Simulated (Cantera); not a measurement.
## Silicon carbide growth: CH3SiH3 + CH4 + H2

Charge: 1 mol CH3SiH3, 0.88 mol CH4, 120 mol H2, at 100000 Pa.

Equilibrium computed with Cantera from the NASA thermochemical tables; the gas is ideal and each condensed phase is pure. Candidate condensed phases: C, C6H6, C7H8, C8H18, Si, SiC; 87 gas species. The feed counts by its element totals alone. Gases not in the tables: Si2H6 and higher silanes. Rates play no part.

At 2248 K the condensed part is C(graphite) + SiC(s). From 2298 K to 2548 K the condensed part is SiC(s). At 2598 K nothing is condensed. The main Si-bearing gas is Si throughout. The share of Si in condensed phases is highest at 2248 K (97.9 %) and lowest at 2598 K (0.0 %).

```json
[
 {"T (K)": "2248", "log p H2": "0.00", "log p H": "-2.14", "log p C2H2 (acetylene)": "-2.48", "log p Si": "-4.14", "log p SiH": "-4.54", "log p Si2C": "-5.30", "log p SiH2": "-4.34", "log p SiC2": "-5.08", "n C(graphite)": "0.0398", "n SiC(s)": "0.979"},
 {"T (K)": "2298", "log p H2": "-0.01", "log p H": "-2.02", "log p C2H2 (acetylene)": "-2.45", "log p Si": "-3.84", "log p SiH": "-4.28", "log p Si2C": "-4.94", "log p SiH2": "-4.15", "log p SiC2": "-4.79", "n C(graphite)": "0", "n SiC(s)": "0.961"},
 {"T (K)": "2348", "log p H2": "-0.01", "log p H": "-1.91", "log p C2H2 (acetylene)": "-2.44", "log p Si": "-3.55", "log p SiH": "-4.03", "log p Si2C": "-4.58", "log p SiH2": "-3.95", "log p SiC2": "-4.51", "n C(graphite)": "0", "n SiC(s)": "0.928"},
 {"T (K)": "2398", "log p H2": "-0.01", "log p H": "-1.81", "log p C2H2 (acetylene)": "-2.42", "log p Si": "-3.27", "log p SiH": "-3.79", "log p Si2C": "-4.24", "log p SiH2": "-3.77", "log p SiC2": "-4.24", "n C(graphite)": "0", "n SiC(s)": "0.869"},
 {"T (K)": "2448", "log p H2": "-0.01", "log p H": "-1.71", "log p C2H2 (acetylene)": "-2.38", "log p Si": "-3.02", "log p SiH": "-3.57", "log p Si2C": "-3.92", "log p SiH2": "-3.61", "log p SiC2": "-3.98", "n C(graphite)": "0", "n SiC(s)": "0.767"},
 {"T (K)": "2498", "log p H2": "-0.01", "log p H": "-1.61", "log p C2H2 (acetylene)": "-2.33", "log p Si": "-2.78", "log p SiH": "-3.36", "log p Si2C": "-3.62", "log p SiH2": "-3.46", "log p SiC2": "-3.72", "n C(graphite)": "0", "n SiC(s)": "0.600"},
 {"T (K)": "2548", "log p H2": "-0.02", "log p H": "-1.52", "log p C2H2 (acetylene)": "-2.27", "log p Si": "-2.56", "log p SiH": "-3.18", "log p Si2C": "-3.35", "log p SiH2": "-3.32", "log p SiC2": "-3.46", "n C(graphite)": "0", "n SiC(s)": "0.335"},
 {"T (K)": "2598", "log p H2": "-0.02", "log p H": "-1.43", "log p C2H2 (acetylene)": "-2.20", "log p Si": "-2.38", "log p SiH": "-3.03", "log p Si2C": "-3.15", "log p SiH2": "-3.23", "log p SiC2": "-3.23", "n C(graphite)": "0", "n SiC(s)": "0"}
]
```
log p: log10 of the partial pressure in bar; n: condensed amount in mol.
